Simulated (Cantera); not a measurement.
Input: 1 mol C₆H₆, 81 mol H₂, equilibrated at 1.70 bar.

Method: chemical equilibrium by Gibbs-energy minimisation in Cantera with the NASA 1993 tables (ideal gas, pure condensed phases). Candidate condensed phases: C, C₆H₆, C₇H₈, C₈H₁₈; 76 gas species. Kinetics and transport are ignored. All values below are at 750 °C.

Base state: H₂ 0.923, CH₄ 0.0769 (mole fractions); condensed: gas only.

Problem. What changes in the equilibrium state with this change: C₆H₆ replaced by C?

Solution. 
```
species  before   after
-------  ------  ------
H₂        0.923   0.988
CH₄      0.0769  0.0125
```
